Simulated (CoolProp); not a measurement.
Saturation properties of propylene (Tc = 91.1 °C, pc = 4555 kPa, ω = 0.146).

Values from CoolProp's reference Helmholtz-energy equation of state, Lemmon 2013.

```csv
T (°C),p (kPa),liquid density (kg/m³),liquid cp (kJ/(kg K)),liquid viscosity (µPa s),vapour viscosity (µPa s),liquid conductivity (mW/(m K))
-3.35,527.8,551.0,2.417,124,7.69,125
3.85,654.1,540.4,2.470,116,7.96,122
11.05,801.5,529.3,2.529,108,8.25,118
18.25,971.9,517.7,2.596,101,8.57,115
25.45,1167,505.5,2.675,94.6,8.93,111
32.65,1390,492.6,2.767,88.3,9.33,107
39.85,1643,478.9,2.878,82.3,9.79,104
47.05,1927,464.1,3.019,76.5,10.3,99.7
54.25,2247,447.9,3.204,70.8,11.0,95.8
61.45,2603,429.9,3.465,65.1,11.7,91.8
68.65,3001,409.2,3.874,59.3,12.7,87.8
75.85,3443,384.3,4.634,53.1,14.0,83.7
```

It boils at -47.6 °C under 1 atm.

Viscosity comes from a separate model (Huber 2003), an estimate that may be off by 10 % or more. Thermal conductivity comes from a separate model (Huber 2003), an estimate that may be off by 10 % or more.
